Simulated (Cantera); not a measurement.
Input (Python, Cantera) and output of one run.

```python
import numpy as np
import cantera as ct

gas_names = [...]  # 109 gases of nasa_gas.yaml made of C, Cl, H, Si
cond_names = """
    C(gr) C6H6(L) C7H8(L) C8H18(L),n-octa Si(cr) Si(L) SiC(b)
""".split()


# ... load() reads the species with a 1 bar reference pressure and builds the phases ...
atoms = {
    'SiCl4': {'Si': 1, 'CL': 4},
    'CH4': {'C': 1, 'H': 4},
    'H2': {'H': 2},
}
top_T = {'C(gr)': 4500, 'SiC(b)': 3050}  # K; cautious upper limits of use, not melting points


# ... equilibrate(T, P, feed) seeds the gas with the atoms and calls Mixture.equilibrate('TP', solver="vcs", rtol=1e-11, max_steps=5000) ...
results = []
feed = {'SiCl4': 1, 'CH4': 0.92, 'H2': 13}  # mol
T = 2148.15  # K
for P in [100, 240, 560, 1300, 3200, 7500, 18000, 42000, 100000]:
    mix = equilibrate(T, P, feed)
    results.append((T, P, feed, dict(zip(mix.species_names, mix.species_moles))))

top = {s: max(r[3][s] / sum(r[3][g] for g in gas_names) for r in results) for s in gas_names}
cols = sorted((s for s in top if top[s] > 1e-06), key=lambda s: -top[s])[:7]
seen = [c for c in cond_names if any(r[3].get(c, 0) > 1e-12 for r in results)]
print("log10 of partial pressures in bar; condensed amounts in mol")
print(f"{'P/Pa':>10s}" + "".join(f"{s[:9]:>10s}" for s in cols + seen))
for T, P, feed, n in results:
    ng = sum(n[g] for g in gas_names)
    print(f"{P:10.4g}" + "".join(f"{np.log10(max(n[s] / ng * P / 1e5, 1e-99)):10.3f}" for s in cols)
          + "".join(f"{n.get(c, 0):10.4g}" for c in seen))
```

Output:

```
log10 of partial pressures in bar; condensed amounts in mol
      P/Pa        H2       HCL         H        CL        Si     SiCL2      SiCL     C(gr)    SiC(b)
       100    -3.180    -3.754    -3.970    -4.679    -4.697    -5.060    -5.676     0.439    0.3573
       240    -2.773    -3.341    -3.766    -4.469    -4.697    -4.639    -5.466    0.2156    0.6254
       560    -2.390    -2.953    -3.575    -4.273    -4.697    -4.248    -5.270    0.1272     0.731
      1300    -2.015    -2.575    -3.387    -4.083    -4.697    -3.867    -5.080   0.08957    0.7756
      3200    -1.618    -2.176    -3.188    -3.883    -4.697    -3.466    -4.880    0.0724    0.7957
      7500    -1.244    -1.801    -3.002    -3.695    -4.697    -3.090    -4.692   0.06552    0.8035
   1.8e+04    -0.861    -1.418    -2.810    -3.503    -4.697    -2.707    -4.500   0.06254    0.8066
   4.2e+04    -0.492    -1.049    -2.626    -3.318    -4.697    -2.337    -4.315   0.06138    0.8071
     1e+05    -0.114    -0.671    -2.437    -3.130    -4.697    -1.960    -4.127   0.06069    0.8059
```

Cantera equilibrium calculation (NASA polynomials, part measured and part estimated; ideal gas, pure solids and liquids). The tables' values for SiCl, SiCl3 are old estimates; treat these amounts as uncertain. Gases not in the tables: Si2H6 and higher silanes.
